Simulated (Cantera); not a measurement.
A perfectly stirred reactor is fed with C3H8 : O2 : N2 = 1 : 8.33 : 31.3 (molar parts), equivalence ratio 0.60, at 3750 Torr; it is adiabatic with a 375 K inlet, and is followed from long to short residence time, starting on the burning branch (τ in s: 0.04, 0.019, 0.0089, 0.0042, 0.002, 0.00094, 0.00044, 0.00021, 9.9e-05, 4.7e-05, 2.2e-05).

Model: GRI-Mech 3.0 (53 species, 325 reactions), integrated in Cantera. GRI-Mech 3.0 was tuned for natural gas; its chemistry of propane as a main component is partial and can be far from experiment.

x: mole fraction; the columns are a selection and need not sum to one.

```csv
τ (s),T (K),x C3H8,x O2,x N2O,x CH4,x H2O,x HO2,x CH2
0.040,1760,1.16e-6,0.0800,1.01e-6,5.93e-7,0.0957,2.21e-6,1.33e-8
0.019,1758,2.06e-6,0.0801,1.40e-6,8.21e-7,0.0956,3.39e-6,2.68e-8
0.0089,1754,3.60e-6,0.0802,1.85e-6,1.13e-6,0.0954,5.40e-6,5.40e-8
0.0042,1748,6.16e-6,0.0804,2.23e-6,1.58e-6,0.0952,8.68e-6,1.06e-7
0.0020,1738,1.04e-5,0.0808,2.41e-6,2.32e-6,0.0949,1.40e-5,2.03e-7
0.00094,1722,[?],0.0816,2.34e-6,[?],0.0944,[?],[?]
0.00044,1696,3.19e-5,0.0831,2.04e-6,7.53e-6,0.0938,3.85e-5,7.30e-7
0.00021,1646,6.44e-5,0.0862,1.57e-6,2.01e-5,0.0927,6.82e-5,1.34e-6
9.9e-5,375,0.0246,0.205,<1e-12,<1e-12,<1e-12,<1e-12,<1e-12
4.7e-5,375,0.0246,0.205,<1e-12,<1e-12,<1e-12,<1e-12,<1e-12
2.2e-5,375,0.0246,0.205,<1e-12,<1e-12,<1e-12,<1e-12,<1e-12
```

What belongs in the gaps?


- 0.00094, x C3H8: 1.78e-5
- 0.00094, x CH4: 3.82e-6
- 0.00094, x HO2: 2.30e-5
- 0.00094, x CH2: 3.88e-7
